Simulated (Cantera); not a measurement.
Source: NASA polynomial tables (part measured, part estimated), evaluated in Cantera. Values are per mole of reaction as written; species without (g) are pure solids or liquids, kept so even where they would boil at 1 bar.

2 O3(g) + 3 Nb = 3 NbO2(g)

```json
[
 {"T (K)": "1398", "ΔH° (kJ)": "-912.2", "ΔS° (J/K)": "193.3", "ΔG° (kJ)": "-1182.5", "log10 K": "44.18"},
 {"T (K)": "1423", "ΔH° (kJ)": "-913.0", "ΔS° (J/K)": "192.7", "ΔG° (kJ)": "-1187.3", "log10 K": "43.58"},
 {"T (K)": "1448", "ΔH° (kJ)": "-913.9", "ΔS° (J/K)": "192.1", "ΔG° (kJ)": "-1192.1", "log10 K": "43.00"},
 {"T (K)": "1473", "ΔH° (kJ)": "-914.8", "ΔS° (J/K)": "191.5", "ΔG° (kJ)": "-1196.9", "log10 K": "42.44"},
 {"T (K)": "1498", "ΔH° (kJ)": "-915.7", "ΔS° (J/K)": "190.9", "ΔG° (kJ)": "-1201.7", "log10 K": "41.90"},
 {"T (K)": "1523", "ΔH° (kJ)": "___", "ΔS° (J/K)": "___", "ΔG° (kJ)": "___", "log10 K": "___"},
 {"T (K)": "1548", "ΔH° (kJ)": "-917.6", "ΔS° (J/K)": "189.7", "ΔG° (kJ)": "-1211.2", "log10 K": "40.87"},
 {"T (K)": "1573", "ΔH° (kJ)": "-918.6", "ΔS° (J/K)": "189.0", "ΔG° (kJ)": "-1215.9", "log10 K": "40.38"},
 {"T (K)": "1598", "ΔH° (kJ)": "___", "ΔS° (J/K)": "___", "ΔG° (kJ)": "___", "log10 K": "___"},
 {"T (K)": "1623", "ΔH° (kJ)": "-920.6", "ΔS° (J/K)": "187.8", "ΔG° (kJ)": "-1225.3", "log10 K": "39.44"}
]
```

Question: Fill in the missing entries.

Answer: 
- 1523, ΔH° (kJ): -916.6
- 1523, ΔS° (J/K): 190.3
- 1523, ΔG° (kJ): -1206.5
- 1523, log10 K: 41.38
- 1598, ΔH° (kJ): -919.6
- 1598, ΔS° (J/K): 188.4
- 1598, ΔG° (kJ): -1220.7
- 1598, log10 K: 39.90
